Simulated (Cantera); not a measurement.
An isothermal, constant-pressure homogeneous reactor starts with H₂ : O₂ : N₂ = 0.35 : 1 : 0.48 (molar parts), at 1125 K and 0.0197 atm.

Computed with Cantera and GRI-Mech 3.0 (53 species, 325 reactions). Radical loss at walls, strong at low pressure, is not modelled. The temperature is held fixed by assumption; the heat of reaction is taken as removed at once.

x: mole fraction; the columns are a selection and need not sum to one.

```json
[
 {"t (s)": "0.000200", "x H₂": "0.191", "x O₂": "0.546", "x NO": "<1e-12", "x O": "7.50e-9", "x N₂O": "<1e-12"},
 {"t (s)": "0.000557", "x H₂": "0.191", "x O₂": "0.546", "x NO": "<1e-12", "x O": "7.22e-7", "x N₂O": "<1e-12"},
 {"t (s)": "0.00155", "x H₂": "0.0694", "x O₂": "0.486", "x NO": "1.97e-8", "x O": "0.0259", "x N₂O": "1.84e-10"},
 {"t (s)": "0.00431", "x H₂": "(withheld)", "x O₂": "0.467", "x NO": "(withheld)", "x O": "(withheld)", "x N₂O": "(withheld)"},
 {"t (s)": "0.0120", "x H₂": "0.00260", "x O₂": "0.489", "x NO": "1.44e-6", "x O": "0.0101", "x N₂O": "3.89e-9"},
 {"t (s)": "0.0334", "x H₂": "0.000297", "x O₂": "0.497", "x NO": "1.49e-6", "x O": "0.00112", "x N₂O": "5.85e-9"},
 {"t (s)": "0.0928", "x H₂": "3.04e-5", "x O₂": "0.498", "x NO": "1.49e-6", "x O": "0.000117", "x N₂O": "6.78e-9"},
 {"t (s)": "0.258", "x H₂": "4.70e-6", "x O₂": "0.498", "x NO": "1.48e-6", "x O": "1.93e-5", "x N₂O": "7.16e-9"},
 {"t (s)": "0.719", "x H₂": "1.03e-6", "x O₂": "0.498", "x NO": "1.49e-6", "x O": "4.42e-6", "x N₂O": "7.36e-9"},
 {"t (s)": "2.00", "x H₂": "(withheld)", "x O₂": "0.498", "x NO": "1.49e-6", "x O": "(withheld)", "x N₂O": "7.47e-9"}
]
```

Problem. Fill in the missing entries.

Solution. 
- 0.00431, x H₂: 0.00793
- 0.00431, x NO: 9.21e-7
- 0.00431, x O: 0.0347
- 0.00431, x N₂O: 2.28e-9
- 2.00, x H₂: 2.77e-7
- 2.00, x O: 1.23e-6
